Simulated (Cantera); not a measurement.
Input (Python, Cantera):

```python
import numpy as np
import cantera as ct

gas = ct.Solution("gri30.yaml")


def delay(T, t_max=10):
    gas.TPX = T, 500000, {'CO': 1, 'H2': 0.44, 'O2': 0.554, 'N2': 3.82, 'H2O': 0.36}
    reactor = ct.IdealGasReactor(gas, clone=False)
    net = ct.ReactorNet([reactor])
    net.rtol, net.atol = 1e-8, 1e-16
    while net.time < t_max:
        t_old, T_old = net.time, reactor.T
        net.step()
        if reactor.T > T + 400:  # ignition: a rise of 400 K
            return t_old + (T + 400 - T_old) / (reactor.T - T_old) * (net.time - t_old)
    return np.nan


taus = []
for T in [1023, 1073, 1123, 1173, 1223, 1273]:
    taus.append(delay(T))
    print(f"T0 = {T:6g} K   tau = {taus[-1]:.4e} s")
```

Result:

```
T0 =   1023 K   tau = 3.7176e-03 s
T0 =   1073 K   tau = 1.0798e-03 s
T0 =   1123 K   tau = 3.0283e-04 s
T0 =   1173 K   tau = 8.9819e-05 s
T0 =   1223 K   tau = 3.7596e-05 s
T0 =   1273 K   tau = 2.1649e-05 s
```

Cantera simulation using GRI-Mech 3.0 (53 species, 325 reactions); the numbers are that mechanism's predictions, not measurements. The hydrogen kinetics of GRI-Mech 3.0 are dated; newer H2 mechanisms differ, most at raised pressure.
